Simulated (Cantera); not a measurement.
AlCl3 + HCl + H2 + N2 (aluminium nitride and oxide growth)

Feed: 1 mol AlCl3, 1 mol HCl, 6.8 mol H2, 15 mol N2, held at 22.0 mbar.

Method: chemical equilibrium by Gibbs-energy minimisation in Cantera with the NASA 1993 tables (ideal gas, pure condensed phases). Candidate condensed phases: Al, AlCl3, AlN, NH4Cl; 20 gas species. The tables' values for AlCl2 are old estimates; treat these amounts as uncertain. Equilibrium is a limit: real reactors are often held back by kinetics, nucleation or transport.

```csv
T (K),x N2,x H2,x HCl,x AlCl,x AlCl3,x H,n AlN(s)
1225,0.626,0.274,0.0647,8.66e-6,0.0344,1.10e-6,0.179
1300,0.627,0.275,0.0633,6.19e-5,0.0347,3.91e-6,0.165
1375,0.627,0.276,0.0618,0.000354,0.0346,1.21e-5,0.144
1450,0.626,0.276,0.0600,0.00167,0.0337,3.35e-5,0.0985
1525,0.625,0.275,0.0590,0.00612,0.0304,8.36e-5,0
1600,0.621,0.267,0.0704,0.0111,0.0234,0.000189,0
1675,0.617,0.259,0.0826,0.0168,0.0164,0.000398,0
1750,0.613,0.251,0.0936,0.0224,0.0104,0.000786,0
1825,0.610,0.245,0.102,0.0272,0.00599,0.00147,0
1900,0.608,0.241,0.108,0.0308,0.00325,0.00262,0
1975,0.606,0.237,0.111,0.0334,0.00170,0.00449,0
2050,0.604,0.234,0.112,0.0351,0.000888,0.00740,0
2125,0.601,0.231,0.112,0.0362,0.000467,0.0118,0
2200,0.598,0.227,0.110,0.0369,0.000248,0.0181,0
```
x: gas mole fraction; n: condensed amount in mol.

From 1225 K to 1450 K the condensed part is AlN(s). From 1525 K to 2200 K nothing is condensed. The main Al-bearing gas is AlCl3 at 1225 K and AlCl at 2200 K.
